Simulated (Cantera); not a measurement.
## Hydrocarbon pyrolysis for carbon deposition

An isothermal, constant-pressure homogeneous reactor starts with 3.12 % C₂H₆, 96.9 % N₂, at 1825 K and 2300 Pa.

Detailed kinetics in Cantera: GRI-Mech 3.0 (53 species, 325 reactions). GRI-Mech 3.0 stops at C3 and has no aromatics, soot or wall deposition, so with more carbon than oxygen in the feed, carbon stays in small species such as C2H2 where larger ones or solid carbon would form. Radical loss at walls, strong at low pressure, is not modelled.

| t (s) | x C₂H₆ | x C₂H | x CH₃ | x CH₂ | x H₂ | x H |
|---|---|---|---|---|---|---|
| 0.000300 | 0.00318 | 4.04e-6 | 0.0178 | 0.000138 | 0.0170 | 0.00210 |
| 0.00147 | 1.10e-5 | 5.83e-6 | 0.00248 | 3.32e-5 | 0.0454 | 0.00120 |
| 0.00721 | 1.25e-6 | 2.75e-6 | 0.000743 | 6.73e-6 | 0.0522 | 0.000547 |
| 0.0353 | 2.39e-7 | 1.75e-6 | 0.000305 | 2.00e-6 | 0.0548 | 0.000353 |
| 0.173 | 4.34e-8 | 1.88e-6 | 0.000131 | 9.59e-7 | 0.0571 | 0.000384 |
| 0.849 | 1.56e-9 | 2.75e-6 | 2.65e-5 | 2.90e-7 | 0.0583 | 0.000564 |
| 4.16 | 1.01e-11 | 3.41e-6 | 2.20e-6 | 3.01e-8 | 0.0584 | 0.000699 |
| 20.4 | <1e-12 | 3.44e-6 | 2.05e-7 | 2.84e-9 | 0.0584 | 0.000707 |
| 100 | <1e-12 | 3.44e-6 | 2.02e-7 | 2.80e-9 | 0.0584 | 0.000707 |
x: mole fraction; the columns are a selection and need not sum to one.

Equilibrium at this temperature and pressure: C₂H₆ <1e-12, C₂H 7.29e-7, CH₃ 2.99e-7, CH₂ 4.15e-9, H₂ 0.0585, H 0.000707 (gas phase only).
